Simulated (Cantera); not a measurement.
A freely propagating, adiabatic, planar premixed flame of CH₄ : O₂ : N₂ : CO₂ = 1 : 1.67 : 5 : 0.7 (molar parts), equivalence ratio 1.2, unburnt at 500 K and 7500 Torr; mixture-averaged transport, grid criteria slope 0.08 and curve 0.16, no radiation.

Computed with Cantera and GRI-Mech 3.0 (53 species, 325 reactions). Burning velocities carry a grid error of a few per cent, more on coarse grids.

**Question.** Predict: laminar burning velocity; thermal thickness; peak x(O); peak x(H).

**Answer.** 
```json
{
 "laminar_burning_velocity": "27.2 cm/s",
 "thermal_thickness": "0.0914 mm",
 "peak x(O)": "0.000327",
 "peak x(H)": "0.00209"
}
```
